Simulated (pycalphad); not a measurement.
CALPHAD calculation (pycalphad, COST 507 light-alloy database (1999)), 1 atm. These are 1990s assessments: newer ones move some temperatures and phases. Phase fractions are per mole of atoms.

Give the equilibrium state of Mg-0.81Al-0.3Si (at.%) at 650 K.


```
T = 650.00 K, P = 101325 Pa, N = 1 mol of atoms
G = -25587 J/mol, H = 9325 J/mol, S = 53.71 J/(mol K)  (SER reference)
chemical potentials (J/mol): Mg -25317, Al -40305, Si -74689
phase             fraction      x(Mg)      x(Al)      x(Si)
HCP_A3              0.9910     0.9918     0.0082   8.28e-08
MG2SI               0.0090     0.6667       none     0.3333
```

Give the equilibrium state of Mg-0.81Al-0.3Si (at.%) at 900 K.


```
T = 900.00 K, P = 101325 Pa, N = 1 mol of atoms
G = -40286 J/mol, H = 17846 J/mol, S = 64.59 J/(mol K)  (SER reference)
chemical potentials (J/mol): Mg -39950, Al -66024, Si -81420
phase             fraction      x(Mg)      x(Al)      x(Si)
HCP_A3              0.8834     0.9936     0.0064   2.36e-05
LIQUID              0.1118     0.9656     0.0221     0.0123
MG2SI               0.0048     0.6667       none     0.3333
```

Database names, with the compositions (at.%) that they take in these runs: MG2SI: Mg 67 Si 33. HCP_A3 is hcp. An entry "none" or "no" means that the model of the phase leaves that element out.
